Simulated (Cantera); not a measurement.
# Si + SF6 + H2S (silicon etching in halogen gases)

Input: 1 mol Si, 2.7 mol SF6, 0.00022 mol H2S, held at 0.165 Torr.

These are equilibrium values from Cantera (NASA tables, ideal gas, pure condensed phases), not measurements of a reactor. Candidate condensed phases: S, Si; 39 gas species. The tables' values for SF3, SF5 are old estimates; treat these amounts as uncertain. Equilibrium is a limit: real reactors are often held back by kinetics, nucleation or transport.

From 602 °C to 1052 °C nothing is condensed. The main Si-bearing gas is SiF4 throughout.

| T (°C) | log p SF4 | log p F | log p SiF4 | log p SF6 | log p SF3 |
|---|---|---|---|---|---|
| 602 | -3.93 | -9.96 | -4.23 | -4.38 | -6.56 |
| 677 | -3.93 | -8.50 | -4.23 | -4.38 | -6.42 |
| 752 | -3.93 | -7.25 | -4.23 | -4.38 | -6.30 |
| 827 | -3.93 | -6.17 | -4.23 | -4.38 | -6.20 |
| 902 | -3.93 | -5.25 | -4.24 | -4.42 | -6.09 |
| 977 | -3.94 | -4.54 | -4.29 | -4.65 | -5.90 |
| 1052 | -3.97 | -4.21 | -4.37 | -5.50 | -5.46 |
log p: log10 of the partial pressure in bar; nothing condenses.
